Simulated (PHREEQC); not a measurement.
PHREEQC input (ion-association model, phreeqc.dat):

```
SOLUTION_SPECIES
  CO3-2 + 10 H+ + 8 e- = CH4 + 3 H2O  # shut off: no methane
    -log_k -100
    -delta_h 0
    -analytic -100
SOLUTION 1
  temp 25
  units mol/kgw
  pH 7 charge
END
SELECTED_OUTPUT 1
  -reset false
  -pH true
  -pe true
  -ionic_strength true
  -water true
  -totals C Fe P C(-4) C(4) Fe(2) Fe(3)
  -molalities H+ Fe+2 CO3-2 PO4-3 OH- O2 HCO3- CO2 (CO2)2 HPO4-2
    H2PO4- H3PO4 FeOH+ Fe(OH)3- FeCO3 FeHCO3+ FeHPO4 FeH2PO4+ Fe+3 FeOH+2
    Fe(OH)2+ Fe(OH)3 Fe(OH)4- Fe(OH)2 Fe2(OH)2+4 Fe3(OH)4+5 FeHPO4+ FeH2PO4+2
  -equilibrium_phases Vivianite Siderite
PRINT
  -reset false
USE solution 1
EQUILIBRIUM_PHASES 1
  Vivianite 0 0.2
  Siderite 0 0
  CO2(g) -5 10
END
# ... the last block is repeated for the other 10 points of log pCO2 (atm)
```

Selected output (columns that matter, 9 of 11 rows; log pCO2 (atm) added in front):

```
log pCO2 (atm)	pH	mu	C	Fe	P	m_H+	m_Fe+2	m_OH-	m_HCO3-	m_CO2	m_H2PO4-	m_FeHCO3+	m_FeH2PO4+	Vivianite
-5	7.5771	2.4589e-05	6.105e-06	7.2263e-06	4.8175e-06	2.6631e-08	7.044e-06	3.8447e-07	5.7488e-06	3.4028e-07	1.3951e-06	3.9571e-09	4.8129e-09	0.2
-4.5	7.299	3.406e-05	1.0688e-05	1.0288e-05	6.8589e-06	5.0578e-08	1.0058e-05	2.0285e-07	9.5913e-06	1.076e-06	2.964e-06	9.3896e-09	1.4543e-08	0.2
-4	7.0218	4.8941e-05	1.9481e-05	1.5255e-05	1.017e-05	9.5867e-08	1.4917e-05	1.073e-07	1.6044e-05	3.4027e-06	5.9355e-06	2.3171e-08	4.296e-08	0.19999
-3	6.4729	0.00011362	7.9714e-05	3.7341e-05	2.4894e-05	3.4071e-07	3.629e-05	3.0444e-08	4.5518e-05	3.4027e-05	2.0176e-05	1.5729e-07	3.4941e-07	0.19999
-2.5	6.1997	0.0001819	0.00018503	6.0916e-05	4.0611e-05	6.4102e-07	5.873e-05	1.6284e-08	7.6987e-05	0.0001076	3.525e-05	4.2512e-07	9.7547e-07	0.19998
-2	5.9278	0.00029761	0.00047211	0.00010139	6.759e-05	1.204e-06	9.6382e-05	8.7425e-09	0.00013069	0.00034024	6.0408e-05	1.1648e-06	2.6981e-06	0.19997
-1	5.3911	0.00082923	0.003794	0.00029575	0.00019717	4.1925e-06	0.00026438	2.5733e-09	0.00038436	0.0034002	0.00017179	8.9444e-06	2.0028e-05	0.1999
-0.5	5.1291	0.0014031	0.011438	0.00051991	0.00034661	7.7286e-06	0.00043808	1.4209e-09	0.00067009	0.010738	0.00028675	2.4935e-05	5.3442e-05	0.19983
0	4.8739	0.0023924	0.035119	0.00093638	0.00062426	1.4056e-05	0.00072213	7.9899e-10	0.0011863	0.033821	0.00047614	6.9544e-05	0.00013975	0.19969
```
